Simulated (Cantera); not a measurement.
A closed system holds: 1 mol SiH4, 0.48 mol NH3, 12 mol N2, held at 1800 K and 13300 Pa.

Equilibrium computed with Cantera from the NASA thermochemical tables; the gas is ideal and each condensed phase is pure. Candidate condensed phases: Si, Si3N4; 18 gas species. Equilibrium is a limit: real reactors are often held back by kinetics, nucleation or transport.

Base state: N2 0.810, H2 0.190, H 0.000427 (mole fractions); condensed: Si3N4(s).

What changes in the equilibrium state with this change: pressure from 13300 Pa to 1330 Pa?


```csv
species,before,after
N2,0.810,0.809
H2,0.190,0.189
H,0.000427,0.00135
Si,4.48e-6,0.000208
Si2N,1.97e-7,1.34e-5
SiH,8.14e-7,1.19e-5
"Si3N4(s), mol",0.333,0.332
```

What changes in the equilibrium state with this change: SiH4 replaced by SiH2Cl2?


```csv
species,before,after
N2,0.810,0.814
H2,0.190,0.0836
HCl,0,0.0680
SiCl2,0,0.0320
SiCl3,0,0.00139
Cl,0,0.000176
"Si3N4(s), mol",0.333,0.170
```
The tables' values for SiCl3, SiCl are old estimates; treat these amounts as uncertain. Further candidate phases: NH4Cl.
